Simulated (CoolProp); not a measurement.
Properties of isobutane along the isotherm 379.3 K.

Computed with CoolProp (reference Helmholtz-energy equation of state, Bücker 2006).

| p (MPa) | phase | density (kg/m³) | isothermal compressibility (1/MPa) | conductivity (mW/(m K)) |
|---|---|---|---|---|
| 1.13 | gas | 24.53 | 1.068 | 27.0 |
| 2.27 | liquid | 415.3 | 0.03522 | 65.2 |
| 3.4 | liquid | 429.0 | 0.02363 | 67.0 |
| 4.54 | liquid | 439.2 | 0.01813 | 68.5 |
| 5.67 | liquid | 447.4 | 0.01489 | 69.9 |
| 6.8 | liquid | 454.4 | 0.01270 | 71.2 |
| 7.94 | liquid | 460.6 | 0.01111 | 72.4 |
| 9.07 | liquid | 466.0 | 0.009907 | 73.5 |
| 10.2 | liquid | 471.0 | 0.008957 | 74.5 |
| 11.3 | liquid | 475.5 | 0.008204 | 75.5 |
| 12.5 | liquid | 480.0 | 0.007524 | 76.5 |
| 13.6 | liquid | 483.8 | 0.006999 | 77.4 |
| 14.7 | liquid | 487.5 | 0.006548 | 78.3 |
| 15.9 | liquid | 491.2 | 0.006121 | 79.2 |
| 17 | liquid | 494.4 | 0.005779 | 80.0 |
| 18.1 | liquid | 497.5 | 0.005476 | 80.8 |

Thermal conductivity comes from a separate model (Perkins 2002).
